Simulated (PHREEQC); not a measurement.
Consider water at 25 °C with 0.012 mol Pb(NO3)2 per kg of water. It is in equilibrium with CO2 at log p = -2 (atm). Otherwise closed; pH follows from the charge balance.

The numbers come from PHREEQC with the ion-association model, phreeqc.dat.

```json
[
 {"quantity": "pH", "before": "4.50", "after": "4.70"},
 {"quantity": "CO2 (mol/kgw)", "before": "0.000338", "after": "0.000340"},
 {"quantity": "HCO3- (mol/kgw)", "before": "5.64e-6", "after": "8.25e-6"},
 {"quantity": "(CO2)2 (mol/kgw)", "before": "2.11e-9", "after": "2.12e-9"}
]
```

Which change was made?
A. 0.015 mol/kgw NaCl added
B. Pb(NO3)2 replaced by HNO3 at the same molality
C. Pb(NO3)2 from 0.012 to 0.0024 mol/kgw
D. temperature from 25 to 75 °C

C, Pb(NO3)2 from 0.012 to 0.0024 mol/kgw

Precipitation was switched off in this run.
